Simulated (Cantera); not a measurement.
A closed system holds: 1 mol SiH₂Cl₂, 8.6 mol N₂, 0.61 mol HCl, at 977 °C and 750 Torr.

Cantera equilibrium calculation (NASA polynomials, part measured and part estimated; ideal gas, pure solids and liquids). Candidate condensed phases: NH₄Cl, Si, Si₃N₄; 28 gas species. N₂ is the only nitrogen source here; it is nearly inert below about 1500 K, so the nitride shown seldom forms there in practice. The tables' values for SiCl₃ are old estimates; treat these amounts as uncertain. Rates play no part.

Task: What is the equilibrium state?

Result: 
| Property | Result |
|---|---|
| x(N₂) | 0.777 |
| x(HCl) | 0.144 |
| x(H₂) | 0.0524 |
| x(SiCl₄) | 0.0258 |
| x(SiHCl₃) | 0.000333 |
| x(SiCl₃) | 0.000328 |
| x(SiCl₂) | 2.98e-5 |
| x(NH₃) | 1.62e-6 |
| n(Si₃N₄(s)) | 0.241 mol |
| gas amount | 10.45 mol |
| log10 activity of Si(s) (absent) | -4.53 |
